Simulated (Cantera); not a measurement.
Feed: 1 mol TEOS, 3.2 mol NO, 1.3 mol N2, 0.22 mol CO2, held at 1600 °C and 1.00 bar.

These are equilibrium values from Cantera (NASA tables, ideal gas, pure condensed phases), not measurements of a reactor. Candidate condensed phases: C, C6H6, C7H8, C8H18, H2O, Si, SiC, SiO2, Si2N2O, Si3N4; 151 gas species. The feed counts by its element totals alone. Mutual solubility and eutectic melting of coexisting phases are not modelled. Kinetics and transport are ignored.

Base state: H2 0.490, CO 0.366, N2 0.137, SiO 0.00448, HCN 0.00167, H 0.000452, CH4 0.000109, C2H2 (acetylene) 8.49e-5 (mole fractions); condensed: SiC(s) + Si2N2O(s).

Question: What changes in the equilibrium state with this change: TEOS replaced by HMDSO?

Answer: 
| species | before | after |
|---|---|---|
| H2 | 0.490 | 0.550 |
| CO | 0.366 | 0.274 |
| N2 | 0.137 | 0.170 |
| SiO | 0.00448 | 0.00353 |
| CH4 | 0.000109 | 0.000134 |
| H2O | 4.85e-5 | 4.18e-5 |
| HCN | 0.00167 | 0.00192 |
| HNC | 7.41e-5 | 8.52e-5 |
| C2H2 (acetylene) | 8.49e-5 | 9.06e-5 |
| SiC(s), mol | 0.724 | 1.71 |
| Si2N2O(s), mol | 0.0925 | 0.114 |

Question: What changes in the equilibrium state with this change: pressure from 1.00 bar to 0.0120 bar?

Answer: 
```
species             before    after
----------------  --------  -------
H2                   0.490    0.483
CO                   0.366    0.360
N2                   0.137    0.140
SiO                0.00448   0.0108
CH4               0.000109  8.15e-7
Si                 3.93e-7  5.11e-5
H2O                4.85e-5  8.83e-7
H                 0.000452  0.00410
C2H2 (acetylene)   8.49e-5  3.43e-5
SiC(s), mol          0.724    0.777
Si2N2O(s), mol      0.0925        0
```
